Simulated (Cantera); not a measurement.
Charge: 1 mol MgO, 4.2 mol N2, at 1.00 Torr.

Cantera equilibrium calculation (NASA polynomials, part measured and part estimated; ideal gas, pure solids and liquids). Candidate condensed phases: Mg, MgO; 13 gas species. The numbers say what is thermodynamically allowed, not how fast it happens.

x: gas mole fraction; n: condensed amount in mol.

```
T (°C)   x N2      x Mg         x O        x O2  n MgO(s)
------  -----  --------  ----------  ----------  --------
1200     1.00   1.94e-7     5.22e-9     4.66e-9     1.000
1400    1.000   1.30e-5     1.20e-6     1.71e-6     1.000
1600    0.999  0.000435     6.90e-5    0.000114     0.998
1800    0.986   0.00813     0.00162     0.00266     0.965
2000    0.845    0.0931      0.0211      0.0330     0.531
2200    0.707     0.167  (withheld)  (withheld)         0
2400    0.689     0.164  (withheld)  (withheld)         0
2600    0.680     0.162       0.145     0.00545         0
2800    0.678     0.162       0.154     0.00152         0
```

Fill in the missing entries.


- 2400, x O: 0.119
- 2400, x O2: 0.0182
- 2200, x O: 0.0718
- 2200, x O2: 0.0428
